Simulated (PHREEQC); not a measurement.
Solution A (0.0045 mol NH4Cl and 0.0022 mol NaF per kg of water) is mixed with solution B (0.0011 mol Na2SeO4 and 0.024 mol H2SO4 per kg of water) at 35 °C; shares are by mass of water, 1 kg in all. Oxygen is held at 0.21 atm. CO2 from the air is kept out. The run lets Halite, Mirabilite precipitate or redissolve, and no other solid.

Equilibrium calculation in PHREEQC: ion-association model, wateq4f.dat.

Predict pH, F- (mol/kgw), HF (mol/kgw), HSO4- (mol/kgw) at share of solution B = 0.1, 0.3, 0.6, 0.8, 0.9.


| share of solution B | pH | F- (mol/kgw) | HF (mol/kgw) | HSO4- (mol/kgw) |
|---|---|---|---|---|
| 0.1 | 2.60 | 0.000389 | 0.00158 | 0.000424 |
| 0.3 | 2.05 | 0.000104 | 0.00143 | 0.00295 |
| 0.6 | 1.77 | 3.27e-5 | 0.000844 | 0.00805 |
| 0.8 | 1.65 | 1.29e-5 | 0.000426 | 0.0118 |
| 0.9 | 1.61 | 5.87e-6 | 0.000214 | 0.0138 |
